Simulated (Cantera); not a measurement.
Feed: 1 mol Si, 2 mol NF3, held at 1.33 mbar.

Method: chemical equilibrium by Gibbs-energy minimisation in Cantera with the NASA 1993 tables (ideal gas, pure condensed phases). Candidate condensed phases: Si, Si3N4; 16 gas species. Rates play no part.

log p: log10 of the partial pressure in bar; nothing condenses.

```tsv
T (K)	log p F	log p SiF4	log p N2	log p NF3	log p F2	log p NF2	log p SiF3
498	-8.04	-3.24	-3.42	-3.42	-5.49	-13.38	<-14
598	-5.88	-3.26	-3.40	-3.53	-4.02	-11.31	<-14
698	-4.58	-3.34	-3.37	-4.28	-3.44	-10.28	<-14
798	(withheld)	-3.38	-3.38	(withheld)	-3.47	(withheld)	<-14
898	-3.38	-3.43	-3.43	-6.99	-3.77	-10.08	<-14
998	-3.22	-3.46	-3.46	-8.71	-4.40	-10.52	<-14
1098	-3.18	-3.47	-3.47	-10.41	-5.12	-11.08	<-14
1198	-3.18	-3.48	-3.48	-11.88	-5.77	-11.59	<-14
1298	-3.18	-3.48	-3.48	-13.14	-6.32	-12.03	<-14
1398	-3.18	-3.48	-3.48	-14.22	-6.80	-12.41	-14.65
1498	-3.18	-3.48	-3.48	<-14	(withheld)	(withheld)	-13.14
1598	-3.18	-3.48	-3.48	<-14	-7.58	-13.02	-11.81
1698	-3.18	-3.48	-3.48	<-14	-7.90	-13.28	-10.63
```

Task: Fill in the missing entries.

Result: 
- 1498, log p F2: -7.22
- 1498, log p NF2: -12.74
- 798, log p F: -3.83
- 798, log p NF3: -5.56
- 798, log p NF2: -10.00
